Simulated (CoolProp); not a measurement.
A closed Brayton cycle with dry air: compressor inlet 307.15 K and 4.3 MPa, high pressure 10.6 MPa, turbine inlet 920 K, compressor efficiency 0.85, turbine efficiency 0.85, recuperator effectiveness 0.95 (on enthalpy, no pinch check). Each further row changes one setting.

The numbers come from the reference Helmholtz-energy equation of state, Lemmon 2000 in CoolProp. It is a pseudo-pure fit of the blend.

| case | thermal efficiency (%) | net work (kJ/kg) | compressor to turbine work | compressor exit (K) | turbine exit (K) |
|---|---|---|---|---|---|
| as stated | 36.9 | 76.9 | 0.58 | 414.4 | 756.8 |
| turbine inlet 870 K | 34.1 | 66.7 | [?] | 414.4 | 714.2 |
| compressor inlet 317.15 K | 35.3 | 73.1 | 0.61 | [?] | 756.8 |
| high pressure 9.01 MPa | 38.0 | 68.3 | 0.56 | 393.0 | [?] |
| recuperator effectiveness 0.5 | 20.7 | 76.9 | 0.58 | 414.4 | 756.8 |

Task: What belongs in the gaps?

Result: 
- turbine inlet 870 K, compressor to turbine work: 0.62
- compressor inlet 317.15 K, compressor exit (K): 427.7
- high pressure 9.01 MPa, turbine exit (K): 783.8
